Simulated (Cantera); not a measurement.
An isothermal, constant-pressure homogeneous reactor starts with NH₃ : H₂ = 1 : 0.14 (molar parts), at 1800 K and 195 Torr. Integrator tolerance rtol = 1e-08.

Cantera simulation using the gas-phase N/H chemistry of the illustrative SiF4/NH3 mechanism in the Surface Chemkin manual (1991); the numbers are that mechanism's predictions, not measurements. Walls and surfaces, which speed up NH3 decomposition in real reactors, are not modelled.

### Question
What does this change do: pressure from 195 Torr to 20.0 Torr?

### Answer
```tsv
quantity	before	after
x(NH₃) at 20.0 s	0.00212 (gas-phase equilibrium 2.44e-6)	0.0680 (gas-phase equilibrium 2.49e-7)
x(H₂) at 20.0 s	0.764 (gas-phase equilibrium 0.766)	0.716 (gas-phase equilibrium 0.765)
x(NH₂) at 20.0 s	4.42e-6 (gas-phase equilibrium 5.27e-9)	9.21e-5 (gas-phase equilibrium 1.68e-9)
x(N₂H₂) at 20.0 s	4.29e-10 (gas-phase equilibrium <1e-12)	1.50e-7 (gas-phase equilibrium <1e-12)
x(N₂) at 20.0 s	0.233 (gas-phase equilibrium 0.234)	0.215 (gas-phase equilibrium 0.233)
```

### Question
What does this change do: temperature 1800 to 1400 K?

### Answer
```
quantity                                            before                                     after
-----------------  ---------------------------------------  ----------------------------------------
x(NH₃) at 20.0 s   0.00212 (gas-phase equilibrium 2.44e-6)     0.841 (gas-phase equilibrium 7.09e-6)
x(H₂) at 20.0 s        0.764 (gas-phase equilibrium 0.766)       0.149 (gas-phase equilibrium 0.766)
x(NH₂) at 20.0 s   4.42e-6 (gas-phase equilibrium 5.27e-9)  1.87e-5 (gas-phase equilibrium 1.57e-10)
x(N₂H₂) at 20.0 s  4.29e-10 (gas-phase equilibrium <1e-12)    1.91e-7 (gas-phase equilibrium <1e-12)
x(N₂) at 20.0 s        0.233 (gas-phase equilibrium 0.234)     0.00961 (gas-phase equilibrium 0.234)
```
